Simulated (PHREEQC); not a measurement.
Silver or lead bath: speciation

Solution (30 °C): 0.00011 mol PbCl2, 3.2e-05 mol KBr and 0.00027 mol Cu(NO3)2 per kg of water. It is in equilibrium with CO2 at log p = 0 (atm). Otherwise closed; pH follows from the charge balance.

Computed with PHREEQC (ion-association model, phreeqc.dat).

Each row changes one thing in this solution. This is a speciation only: nothing precipitates in the calculation.

```
case                                                  pH  ionic strength (mol/kgw)  HCO3- (mol/kgw)  CO3-2 (mol/kgw)
--------------------------------------------------  ----  ------------------------  ---------------  ---------------
as made                                             3.89                   0.00126         0.000113         5.11e-11
PbCl2 from 0.00011 to 5.5e-05 mol/kgw               3.90                   0.00110         0.000114         5.20e-11
KBr left out                                        3.89                   0.00123         0.000113         5.10e-11
KBr from 3.2e-05 to 3.2e-06 mol/kgw                 3.89                   0.00123         0.000113         5.10e-11
PbCl2 left out                                      3.90                         ?         0.000116                ?
Cu(NO3)2 replaced by Sr(NO3)2 at the same molality  3.91                   0.00128         0.000119         5.62e-11
0.00039 mol/kgw Na2CO3 added                        4.68                   0.00177         0.000700                ?
Cu(NO3)2 replaced by Ca(NO3)2 at the same molality  3.91                   0.00128         0.000119         5.63e-11
```

### Question
Some entries are withheld; supply them.

### Answer

- PbCl2 left out, ionic strength (mol/kgw): 0.000945
- PbCl2 left out, CO3-2 (mol/kgw): 5.31e-11
- 0.00039 mol/kgw Na2CO3 added, CO3-2 (mol/kgw): 1.99e-9

Some of these states are supersaturated (in Cerussite, for instance).
